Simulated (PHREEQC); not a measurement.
# Acid rinse or clean (model solution)

Make-up at 76 °C: 0.28 mol HNO3 and 6.8e-05 mol CuCl2 per kg of water. It is in equilibrium with CO2 at log p = -3.4 (atm). Otherwise closed; pH follows from the charge balance.

All values are PHREEQC results (ion-association model, phreeqc.dat), not measurements.

Each row changes one thing in this solution. This is a speciation only: nothing precipitates in the calculation.

```
case                                            pH  HCO3- (mol/kgw)
--------------------------------------------  ----  ---------------
as made                                       0.67         1.63e-11
temperature from 76 to 50 °C                     …                …
temperature from 76 to 90 °C                  0.67                …
0.03 mol/kgw CO2 added                        0.67         1.63e-11
CuCl2 from 6.8e-05 to 0.00034 mol/kgw         0.67         1.63e-11
CuCl2 replaced by MgCl2 at the same molality  0.67         1.63e-11
HNO3 left out                                    …                …
```

Q: Fill in the missing entries.

A: 
- temperature from 76 to 50 °C, pH: 0.66
- temperature from 76 to 50 °C, HCO3- (mol/kgw): 2.55e-11
- temperature from 76 to 90 °C, HCO3- (mol/kgw): 1.27e-11
- HNO3 left out, pH: 5.47
- HNO3 left out, HCO3- (mol/kgw): 7.42e-7

Away from 25 °C the constants follow the database's enthalpies or fits; those with neither stay at their 25 °C values.
